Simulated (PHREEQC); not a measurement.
A solution holds 0.093 mol/kgw HF, 0.13 mol/kgw (CH3)4NF, 0.00034 mol/kgw H2SiF6 and 0.00015 mol/kgw HCl, at 82 °C. Closed to the air; pH follows from the charge balance.

Computed with PHREEQC (ion-association model, phreeqc.dat).

Each row changes one thing in this solution. Precipitation was switched off in this run.

```json
[
 {"case": "as made", "pH": "3.70", "ionic strength (mol/kgw)": "0.131", "F- (mol/kgw)": "0.101", "HF (mol/kgw)": "0.0655", "HF2- (mol/kgw)": "0.0281", "SI of Quartz (SiO2)": "-7.35"},
 {"case": "diluted 10-fold with water", "pH": "3.77", "ionic strength (mol/kgw)": "0.0132", "F- (mol/kgw)": "0.0126", "HF (mol/kgw)": "0.00873", "HF2- (mol/kgw)": "0.000470", "SI of Quartz (SiO2)": "-2.88"},
 {"case": "temperature from 82 to 35 °C", "pH": "3.30", "ionic strength (mol/kgw)": "0.131", "F- (mol/kgw)": "0.102", "HF (mol/kgw)": "0.0658", "HF2- (mol/kgw)": "0.0274", "SI of Quartz (SiO2)": "-9.96"},
 {"case": "HCl from 0.00015 to 3e-05 mol/kgw", "pH": "3.70", "ionic strength (mol/kgw)": "0.131", "F- (mol/kgw)": "0.101", "HF (mol/kgw)": "0.0654", "HF2- (mol/kgw)": "0.0281", "SI of Quartz (SiO2)": "-7.35"},
 {"case": "diluted 2-fold with water", "pH": "3.72", "ionic strength (mol/kgw)": "0.0654", "F- (mol/kgw)": "0.0558", "HF (mol/kgw)": "0.0377", "HF2- (mol/kgw)": "0.00897", "SI of Quartz (SiO2)": "-6.11"},
 {"case": "HCl from 0.00015 to 0.0003 mol/kgw", "pH": "3.70", "ionic strength (mol/kgw)": "0.131", "F- (mol/kgw)": "0.101", "HF (mol/kgw)": "0.0656", "HF2- (mol/kgw)": "0.0281", "SI of Quartz (SiO2)": "-7.36"},
 {"case": "HF from 0.093 to 0.0093 mol/kgw", "pH": "4.79", "ionic strength (mol/kgw)": "0.130", "F- (mol/kgw)": "0.126", "HF (mol/kgw)": "0.00660", "HF2- (mol/kgw)": "0.00351", "SI of Quartz (SiO2)": "-3.55"},
 {"case": "temperature from 82 to 55 °C", "pH": "3.47", "ionic strength (mol/kgw)": "0.131", "F- (mol/kgw)": "0.101", "HF (mol/kgw)": "0.0649", "HF2- (mol/kgw)": "0.0285", "SI of Quartz (SiO2)": "-8.81"}
]
```

Species that the database lacks are ignored. (CH3)4N+ isn't in the database: it is added as a free cation with an ion size of 4 Å. Constants without temperature data keep their 25 °C values here. SiF6-2 is the database's only silicon fluoride.
